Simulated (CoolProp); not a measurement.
Vapour-liquid equilibrium of dimethyl ether (1) + 1-butene (2) at 1.14 bar; x and y are mole fractions of (1).

Values from CoolProp's multi-fluid Helmholtz-energy mixture model, Wu 2011 and Lemmon 2005; pair parameters Bell 2016.

Q: Give the bubble temperature and the first vapour's composition at x = 0.05, 0.2, 0.8. Is there an azeotrope?

A: x = 0.05: 267.8 K, y = 0.120; x = 0.2: 262.8 K, y = 0.381; x = 0.8: 252.9 K, y = 0.872. No azeotrope shows between x = 0.05 and 0.95.

Pair parameters are fitted to limited data, so mixtures are less certain than the pure fluids.
